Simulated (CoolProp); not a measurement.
CH2F2 (R32) at several states: Z from the reference equation and from simpler models built on Tc = 351.3 K, pc = 57.83 bar, ω = 0.277; each cubic takes its own stable root.

Values from CoolProp's reference Helmholtz-energy equation of state, Tillner-Roth 1997.

```json
[
 {"T (K)": "157.5", "p (bar)": "12.9", "phase": "liquid", "reference": "0.03717"},
 {"T (K)": "386.9", "p (bar)": "1.21", "phase": "gas", "reference": "0.9942"},
 {"T (K)": "358.6", "p (bar)": "1.05", "phase": "gas", "reference": "0.9934"},
 {"T (K)": "386.4", "p (bar)": "127", "phase": "supercritical", "reference": "0.3615"},
 {"T (K)": "233.4", "p (bar)": "212", "phase": "liquid", "reference": "0.4669"},
 {"T (K)": "304.9", "p (bar)": "73.6", "phase": "liquid", "reference": "0.1562"}
]
```

How far does each simpler model (Redlich-Kwong, Soave-Redlich-Kwong, Peng-Robinson) lie from the reference over these 6 states: mean and median of the absolute difference, and the worst?


- Redlich-Kwong: mean 20.3 %, median 26.3 %, worst +35.6 % at 304.9 K and 73.6 bar
- Soave-Redlich-Kwong: mean 20.1 %, median 28.7 %, worst +32.2 % at 386.4 K and 127 bar
- Peng-Robinson: mean 11.2 %, median 14.2 %, worst +22.3 % at 386.4 K and 127 bar
